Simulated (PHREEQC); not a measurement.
A solution holds 0.005 mol H2SO4, 6.7e-05 mol CuSO4 and 6.3e-05 mol MgSO4 per kg of water, at 25 °C. Closed to the air; pH follows from the charge balance.

All values are PHREEQC results (ion-association model, phreeqc.dat), not measurements.

```tsv
quantity	before	after
pH	2.13	1.97
ionic strength (mol/kgw)	0.0119	0.0166
SO4-2 (mol/kgw)	0.00334	0.00444
HSO4- (mol/kgw)	0.00176	0.00316
Mg+2 (mol/kgw)	4.73e-5	4.54e-5
MgSO4 (mol/kgw)	1.57e-5	1.76e-5
```

Question: What was changed between the two runs?
(A) H2SO4 from 0.005 to 0.0075 mol/kgw
(B) diluted 100-fold with water
(C) 0.00025 mol/kgw HNO3 added
(D) diluted 10-fold with water
(E) H2SO4 from 0.005 to 0.0045 mol/kgw

Answer: A, H2SO4 from 0.005 to 0.0075 mol/kgw

This is a speciation only: nothing precipitates in the calculation.
